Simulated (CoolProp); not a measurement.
The fluid at 293.15 K and 2.19 MPa flows at 0.06 m/s in a round tube of 1 mm bore and 15 µm roughness, fully developed (64/Re and Nu = 3.66 if laminar; Colebrook and Gnielinski if turbulent). The same conditions are run with several fluids, on thermodynamics alone (safety and materials aside).

Values from CoolProp's reference Helmholtz-energy equation of state of each fluid (CH2F2 (R32): Tillner-Roth 1997; benzene: Thol 2012; propane: Lemmon 2009; ethylbenzene: Zhou 2012; n-butane: Bücker 2006).

| fluid | Reynolds number | Darcy friction factor | pressure drop (Pa/m) | heat-transfer coefficient (W/(m² K)) | mass flow (kg/h) |
|---|---|---|---|---|---|
| CH2F2 (R32) | 491 | 0.130 | 231 | 509 | 0.167 |
| benzene | 80.2 | 0.798 | 1270 | 526 | 0.149 |
| propane | 288 | 0.222 | 202 | 357 | 0.0855 |
| ethylbenzene | 79.0 | 0.810 | 1270 | 474 | 0.147 |
| n-butane | 205 | 0.313 | 328 | 396 | 0.0987 |

Transport values come from each fluid's own correlations; those of CH2F2 (R32), ethylbenzene are estimates that may be off by 10 % or more.
